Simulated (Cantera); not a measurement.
A closed system holds: 1 mol AlCl3, 6.8 mol N2O, 5.2 mol H2, equilibrated at 0.255 Torr.

These are equilibrium values from Cantera (NASA tables, ideal gas, pure condensed phases), not measurements of a reactor. Candidate condensed phases: Al, AlCl3, AlN, Al2O3, H2O, NH4Cl; 45 gas species. Equilibrium is a limit: real reactors are often held back by kinetics, nucleation or transport.

Q: At 902 °C, list the 5 most abundant gas species with their mole fractions, and the condensed phases.

A: N2 0.475, H2O 0.260, HCl 0.208, O2 0.0554, Cl 0.00180. Condensed: Al2O3(s).
